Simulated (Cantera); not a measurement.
A freely propagating, adiabatic, planar premixed flame of 32.1 % H2, 18.9 % O2, 49.1 % N2, equivalence ratio 0.85, unburnt at 700 K and 6.81 atm; mixture-averaged transport, grid criteria slope 0.08 and curve 0.16, no radiation.

Model: the H2/O2 subset of GRI-Mech 3.0, which has no nitrogen chemistry, integrated in Cantera. The hydrogen kinetics of GRI-Mech 3.0 are dated; newer H2 mechanisms differ, most at raised pressure. Burning velocities carry a grid error of a few per cent, more on coarse grids.

**Question.** Predict: laminar burning velocity; thermal thickness; peak x(H2O2); peak x(OH); peak x(O); peak x(HO2).

**Answer.** 
```
Quantity                     Result
------------------------  ---------
laminar burning velocity  1150 cm/s
thermal thickness         0.0366 mm
peak x(H2O2)                8.00e-5
peak x(OH)                   0.0306
peak x(O)                    0.0155
peak x(HO2)                 0.00124
```
